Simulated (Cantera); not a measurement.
What does this Cantera script print?

```python
import numpy as np
import cantera as ct

gas_names = [...]  # 118 gases of nasa_gas.yaml made of C, Cl, F, H
cond_names = """
    C(gr) C6H6(L) C7H8(L) C8H18(L),n-octa
""".split()


# ... load() reads the species with a 1 bar reference pressure and builds the phases ...
atoms = {
    'CHF3': {'C': 1, 'H': 1, 'F': 3},
    'F2': {'F': 2},
    'H2': {'H': 2},
    'HCl': {'H': 1, 'CL': 1},
}
top_T = {'C(gr)': 4500}  # K; cautious upper limits of use, not melting points


# ... equilibrate(T, P, feed) seeds the gas with the atoms and calls Mixture.equilibrate('TP', solver="vcs", rtol=1e-11, max_steps=5000) ...
results = []
T = 2475  # K
P = 2.8  # Pa
for m in [0.12, 0.17, 0.24, 0.34, 0.49, 0.69, 0.97, 1.4, 1.9]:
    feed = {'CHF3': 1, 'F2': 1.3, 'H2': 7.1, 'HCl': m}  # mol
    mix = equilibrate(T, P, feed)
    results.append((T, P, feed, dict(zip(mix.species_names, mix.species_moles))))
    x = sorted(zip(gas.X, gas.species_names), reverse=True)
    print(f"T = {T:g} K  P = {P:g} Pa  n(HCl) = {m:g} mol  gas = {mix.phase_moles(0):.4g} mol")
    print("   x: " + "  ".join(f"{s} {v:.3e}" for v, s in x if v > 1e-05))
    print("   condensed (mol): " + ("  ".join(f"{mix.phase(i).name} {mix.phase_moles(i):.4g}"
          for i in range(1, mix.n_phases) if mix.phase_moles(i) > 1e-12) or "none"))
```

Result:

```
T = 2475 K  P = 2.8 Pa  n(HCl) = 0.12 mol  gas = 15.71 mol
   x: H 5.983e-01  HF 3.359e-01  F 1.986e-02  H2 1.980e-02  C3 1.198e-02  CL 7.295e-03  C 4.200e-03  C2 1.099e-03  CF 6.000e-04  C2H 3.960e-04  HCL 3.408e-04  C2H2,acetylene 1.925e-04  C5 3.195e-05
   condensed (mol): C(gr) 0.3035
T = 2475 K  P = 2.8 Pa  n(HCl) = 0.17 mol  gas = 15.81 mol
   x: H 5.975e-01  HF 3.338e-01  F 1.976e-02  H2 1.974e-02  C3 1.198e-02  CL 1.027e-02  C 4.200e-03  C2 1.099e-03  CF 5.971e-04  HCL 4.792e-04  C2H 3.955e-04  C2H2,acetylene 1.920e-04  C5 3.195e-05
   condensed (mol): C(gr) 0.2992
T = 2475 K  P = 2.8 Pa  n(HCl) = 0.24 mol  gas = 15.95 mol
   x: H 5.963e-01  HF 3.308e-01  H2 1.967e-02  F 1.963e-02  CL 1.438e-02  C3 1.198e-02  C 4.200e-03  C2 1.099e-03  HCL 6.694e-04  CF 5.930e-04  C2H 3.947e-04  C2H2,acetylene 1.913e-04  C5 3.195e-05
   condensed (mol): C(gr) 0.2932
T = 2475 K  P = 2.8 Pa  n(HCl) = 0.34 mol  gas = 16.15 mol
   x: H 5.947e-01  HF 3.267e-01  CL 2.012e-02  H2 1.956e-02  F 1.944e-02  C3 1.198e-02  C 4.200e-03  C2 1.099e-03  HCL 9.344e-04  CF 5.872e-04  C2H 3.937e-04  C2H2,acetylene 1.902e-04  C5 3.195e-05
   condensed (mol): C(gr) 0.2846
T = 2475 K  P = 2.8 Pa  n(HCl) = 0.49 mol  gas = 16.45 mol
   x: H 5.924e-01  HF 3.208e-01  CL 2.848e-02  H2 1.941e-02  F 1.916e-02  C3 1.198e-02  C 4.200e-03  HCL 1.317e-03  C2 1.099e-03  CF 5.787e-04  C2H 3.921e-04  C2H2,acetylene 1.888e-04  C5 3.195e-05
   condensed (mol): C(gr) 0.2717
T = 2475 K  P = 2.8 Pa  n(HCl) = 0.69 mol  gas = 16.84 mol
   x: H 5.894e-01  HF 3.132e-01  CL 3.917e-02  H2 1.921e-02  F 1.880e-02  C3 1.198e-02  C 4.200e-03  HCL 1.803e-03  C2 1.099e-03  CF 5.679e-04  C2H 3.901e-04  C2H2,acetylene 1.869e-04  C5 3.195e-05
   condensed (mol): C(gr) 0.2546
T = 2475 K  P = 2.8 Pa  n(HCl) = 0.97 mol  gas = 17.39 mol
   x: H 5.854e-01  HF 3.031e-01  CL 5.333e-02  H2 1.896e-02  F 1.831e-02  C3 1.198e-02  C 4.200e-03  HCL 2.438e-03  C2 1.099e-03  CF 5.533e-04  C2H 3.875e-04  C2H2,acetylene 1.844e-04  C5 3.195e-05
   condensed (mol): C(gr) 0.2305
T = 2475 K  P = 2.8 Pa  n(HCl) = 1.4 mol  gas = 18.24 mol
   x: H 5.798e-01  HF 2.888e-01  CL 7.341e-02  H2 1.860e-02  F 1.762e-02  C3 1.198e-02  C 4.200e-03  HCL 3.324e-03  C2 1.099e-03  CF 5.323e-04  C2H 3.838e-04  C2H2,acetylene 1.808e-04  C5 3.195e-05
   condensed (mol): C(gr) 0.1935
T = 2475 K  P = 2.8 Pa  n(HCl) = 1.9 mol  gas = 19.23 mol
   x: H 5.739e-01  HF 2.738e-01  CL 9.455e-02  H2 1.822e-02  F 1.688e-02  C3 1.198e-02  HCL 4.238e-03  C 4.200e-03  C2 1.099e-03  CF 5.098e-04  C2H 3.799e-04  C2H2,acetylene 1.772e-04  C5 3.195e-05
   condensed (mol): C(gr) 0.1506
```

Method: chemical equilibrium by Gibbs-energy minimisation in Cantera with the NASA 1993 tables (ideal gas, pure condensed phases).
